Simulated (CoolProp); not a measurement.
Properties of propane along the isotherm 112.65 °C.

Model: reference Helmholtz-energy equation of state, Lemmon 2009, in CoolProp.

| p (bar) | phase | cp (kJ/(kg K)) | viscosity (µPa s) |
|---|---|---|---|
| 1.42 | gas | 2.072 | 10.5 |
| 2.83 | gas | 2.084 | 10.5 |
| 4.25 | gas | 2.098 | 10.5 |
| 5.67 | gas | ___ | 10.5 |
| 7.09 | gas | ___ | 10.6 |
| 8.5 | gas | 2.143 | 10.6 |
| 9.92 | gas | 2.160 | 10.6 |
| 11.3 | gas | ___ | 10.7 |
| 12.8 | gas | ___ | 10.7 |
| 14.2 | gas | 2.219 | 10.8 |
| 15.6 | gas | 2.241 | 10.8 |
| 17 | gas | ___ | 10.9 |
| 18.4 | gas | ___ | 10.9 |
| 19.8 | gas | 2.317 | 11.0 |
| 21.3 | gas | 2.349 | ___ |

**Question.** What belongs in the gaps?

**Answer.** 
- 5.67, cp (kJ/(kg K)): 2.112
- 7.09, cp (kJ/(kg K)): 2.127
- 11.3, cp (kJ/(kg K)): 2.178
- 12.8, cp (kJ/(kg K)): 2.199
- 17, cp (kJ/(kg K)): 2.265
- 18.4, cp (kJ/(kg K)): 2.290
- 21.3, viscosity (µPa s): 11.1

Viscosity comes from a separate model (Vogel 1998).
